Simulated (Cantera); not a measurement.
Cantera run:

```python
import numpy as np
import cantera as ct

gas_names = [...]  # 110 gases of nasa_gas.yaml made of C, H, O
cond_names = """
    C(gr) C6H6(L) C7H8(L) C8H18(L),n-octa H2O(s) H2O(L)
""".split()


# ... load() reads the species with a 1 bar reference pressure and builds the phases ...
atoms = {
    'C6H6': {'C': 6, 'H': 6},
    'O2': {'O': 2},
}
top_T = {'C(gr)': 4500}  # K; cautious upper limits of use, not melting points


# ... equilibrate(T, P, feed) seeds the gas with the atoms and calls Mixture.equilibrate('TP', solver="vcs", rtol=1e-11, max_steps=5000) ...
results = []
feed = {'C6H6': 1, 'O2': 0.027}  # mol
P = 380000  # Pa
for T in [800, 850, 900, 950, 1000, 1050, 1100]:
    mix = equilibrate(T, P, feed)
    results.append((T, P, feed, dict(zip(mix.species_names, mix.species_moles))))

top = {s: max(r[3][s] / sum(r[3][g] for g in gas_names) for r in results) for s in gas_names}
cols = sorted((s for s in top if top[s] > 1e-05), key=lambda s: -top[s])[:7]
seen = [c for c in cond_names if any(r[3].get(c, 0) > 1e-12 for r in results)]
print("log10 of partial pressures in bar; condensed amounts in mol")
print(f"{'T/K':>10s}" + "".join(f"{s[:9]:>10s}" for s in cols + seen))
for T, P, feed, n in results:
    ng = sum(n[g] for g in gas_names)
    print(f"{T:10.4g}" + "".join(f"{np.log10(max(n[s] / ng * P / 1e5, 1e-99)):10.3f}" for s in cols)
          + "".join(f"{n.get(c, 0):10.4g}" for c in seen))
```

It prints:

```
log10 of partial pressures in bar; condensed amounts in mol
       T/K        H2       CH4       H2O        CO       CO2      C2H6     C(gr)
       800     0.123     0.374    -0.978    -2.470    -2.945    -4.074     4.846
       850     0.246     0.287    -1.031    -2.126    -2.918    -4.096     4.982
       900     0.342     0.178    -1.107    -1.834    -2.921    -4.161     5.136
       950     0.413     0.051    -1.216    -1.599    -2.975    -4.266     5.296
      1000     0.464    -0.092    -1.365    -1.426    -3.098    -4.402     5.444
      1050     0.499    -0.245    -1.554    -1.312    -3.293    -4.559      5.57
      1100     0.522    -0.401    -1.770    -1.244    -3.543    -4.728      5.67
```

Method: chemical equilibrium by Gibbs-energy minimisation in Cantera with the NASA 1993 tables (ideal gas, pure condensed phases).
